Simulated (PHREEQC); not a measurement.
PHREEQC input (ion-association model, phreeqc.dat):

```
SOLUTION_SPECIES
  CO3-2 + 10 H+ + 8 e- = CH4 + 3 H2O  # shut off: no methane
    -log_k -100
    -delta_h 0
    -analytic -100
  SO4-2 + 9 H+ + 8 e- = HS- + 4 H2O  # shut off: sulfate is not reduced
    -log_k -100
    -delta_h 0
    -analytic -100
SOLUTION 1
  temp 40
  units mol/kgw
  pH 7 charge
  Na 0.0263
  C(4) 0.0097
SOLUTION 2
  temp 40
  units mol/kgw
  pH 7 charge
  Cl 0.22
  S(6) 0.0058
  Zn 0.0014
  Mn(2) 0.0044
END
SELECTED_OUTPUT 1
  -reset false
  -pH true
  -pe true
  -ionic_strength true
  -water true
  -totals C Cl Mn Na S Zn C(-4) C(4) Mn(2) Mn(3)
    S(-2) S(6)
  -molalities H+ Na+ Mn+2 Cl- CO3-2 SO4-2 Zn+2 OH- O2 HCO3-
    CO2 (CO2)2 HSO4- S-2 HS- H2S NaOH NaCO3- NaHCO3 NaSO4-
    MnOH+ Mn(OH)3- MnCl+ MnCl2 MnCl3- MnCO3 MnHCO3+ MnSO4 Mn+3 ZnOH+
    Zn(OH)2 Zn(OH)3- Zn(OH)4-2 ZnCl+ ZnCl2 ZnCl3- ZnCl4-2 ZnOHCl Zn(HS)2 Zn(HS)3-
    ZnCO3 Zn(CO3)2-2 ZnHCO3+ ZnSO4 Zn(SO4)2-2
  -equilibrium_phases Rhodochrosite Pyrochroite Halite Zn(OH)2(e) Smithsonite
PRINT
  -reset false
MIX 1
  1 1
  2 0
EQUILIBRIUM_PHASES 1
  Rhodochrosite 0 0
  Pyrochroite 0 0
  Halite 0 0
  Zn(OH)2(e) 0 0
  Smithsonite 0 0
END
# ... the last block is repeated for the other 10 points of share of solution B
```

Selected output (columns that matter, 11 of 11 rows; share of solution B added in front):

```
share of solution B	pH	mu	C	Cl	Mn	Na	S	Zn	m_H+	m_Na+	m_Mn+2	m_Cl-	m_CO3-2	Rhodochrosite
0	11.317	0.029648	0.0097	0	0	0.0263	0	0	5.5287e-12	0.023283	0	0	0.0063655	0
0.1	5.5861	0.02567	0.0087223	0.021995	0.00043437	0.023664	0.00057986	0.00013997	2.9564e-06	0.023613	0.00037207	0.021969	5.8225e-08	5.5194e-06
0.2	1.7208	0.04697	0.0077581	0.043989	0.00087979	0.021035	0.0011597	0.00027993	0.022294	0.021011	0.00079324	0.043893	1.392e-15	0
0.3	1.4116	0.069937	0.0067886	0.065986	0.0013197	0.018406	0.0017396	0.00041991	0.046341	0.018387	0.0011632	0.065794	3.2967e-16	0
0.4	1.2361	0.092893	0.0058189	0.087984	0.0017597	0.015777	0.0023196	0.0005599	0.070407	0.015762	0.0015181	0.087674	1.3785e-16	0
0.5	1.1133	0.11582	0.0048493	0.10998	0.0021997	0.013148	0.0028996	0.00069989	0.094478	0.013136	0.0018602	0.10953	7.0226e-17	0
0.6	1.0186	0.13872	0.0038795	0.13198	0.0026397	0.010519	0.0034796	0.0008399	0.11855	0.010509	0.002191	0.13138	3.8682e-17	0
0.7	0.94168	0.16158	0.0029097	0.15399	0.0030797	0.0078893	0.0040596	0.00097991	0.14263	0.0078821	0.0025117	0.1532	2.1493e-17	0
0.8	0.87682	0.18442	0.0019399	0.17599	0.0035198	0.0052597	0.0046397	0.0011199	0.1667	0.0052549	0.0028231	0.17501	1.1154e-17	0
0.9	0.82075	0.20723	0.00096997	0.19799	0.0039599	0.0026299	0.0052198	0.00126	0.19078	0.0026276	0.0031259	0.19681	4.4991e-18	0
1	0.77136	0.23002	0	0.22	0.0044	0	0.0058	0.0014	0.21485	0	0.0034206	0.21859	0	0
```

Away from 25 °C the constants follow the database's enthalpies or fits; those with neither stay at their 25 °C values.
